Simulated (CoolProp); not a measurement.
A single-stage vapour-compression cycle with R236EA: evaporating at 304.15 K (dew point), condensing at 347.15 K (bubble point), superheat 8 K, subcooling 8 K, compressor efficiency 0.65, no pressure losses. Each further row changes one setting.

The numbers come from the reference Helmholtz-energy equation of state, Rui 2013 in CoolProp.

```tsv
case	cooling COP	pressure ratio	discharge temperature (K)	refrigerating effect (kJ/kg)	volumetric capacity (kJ/m³)
as stated	3.86	3.43	354.0	114	1820
evaporating temperature 309.15 K	4.57	2.91	353.9	118	2200
condensing temperature 342.15 K	4.53	3.02	349.4	121	1930
subcooling 13 K	4.09	3.43	354.0	121	1930
superheat 18 K	3.98	3.43	364.0	123	1890
compressor efficiency 0.55	3.27	3.43	359.0	114	1820
```
